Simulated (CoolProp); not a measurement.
Values from CoolProp's reference Helmholtz-energy equation of state, Jacobsen 1992.

Task: For R11, give the phase and the cp (kJ/(kg K)), Joule-Thomson coefficient (K/MPa) at 211.15 °C and 0.551 MPa; 211.15 °C and 1.65 MPa; 211.15 °C and 2.2 MPa.

Result: 
- 211.15 °C and 0.551 MPa: gas; cp 0.693, Joule-Thomson coefficient 10.5
- 211.15 °C and 1.65 MPa: gas; cp 0.739, Joule-Thomson coefficient 11.6
- 211.15 °C and 2.2 MPa: gas; cp 0.775, Joule-Thomson coefficient 12.3
